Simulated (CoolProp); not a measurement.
Oxygen along the isobar 66.2 bar: Z from the reference equation and from simpler models built on Tc = 154.6 K, pc = 50.46 bar, ω = 0.022; each cubic takes its own stable root.

Values from CoolProp's reference Helmholtz-energy equation of state, Schmidt 1985.

```tsv
T (K)	phase	reference
92.9	liquid	0.2401
102.8	liquid	0.2265
112.7	liquid	0.2169
122.6	liquid	0.2108
132.5	liquid	0.2088
142.4	liquid	0.2124
152.2	liquid	0.2284
162.1	supercritical	0.3463
172	supercritical	0.5845
181.9	supercritical	0.6870
```

Problem. How far does each simpler model (van der Waals, Redlich-Kwong, Soave-Redlich-Kwong, Peng-Robinson) lie from the reference over these 10 states: mean and median of the absolute difference, and the worst?

Solution. 
- van der Waals: mean 30.5 %, median 40.6 %, worst +43.6 % at 92.9 K and 66.2 bar
- Redlich-Kwong: mean 3.5 %, median 1.5 %, worst +11.3 % at 152.2 K and 66.2 bar
- Soave-Redlich-Kwong: mean 3.8 %, median 1.8 %, worst +11.3 % at 152.2 K and 66.2 bar
- Peng-Robinson: mean 6.6 %, median 6.3 %, worst -11.4 % at 92.9 K and 66.2 bar
